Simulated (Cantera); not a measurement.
An adiabatic, constant-pressure homogeneous reactor starts with 28.8 % H2, 18.7 % O2, 52.5 % N2, at 1200 K and 9.87 atm.

Detailed kinetics in Cantera: GRI-Mech 3.0 (53 species, 325 reactions). The hydrogen kinetics of GRI-Mech 3.0 are dated; newer H2 mechanisms differ, most at raised pressure.

One state of this run: T (K) = 2912; x H2 = 0.0156; x O2 = 0.0403; x N2O = 2.52e-6; x O = 0.00530; x H = 0.00476; x H2O = 0.298. x: mole fraction; the columns are a selection and need not sum to one.

Which value of t (s) does it belong to?
A. 1.96e-5
B. 9.00e-6
C. 0.229
D. 4.29e-5

C, 0.229
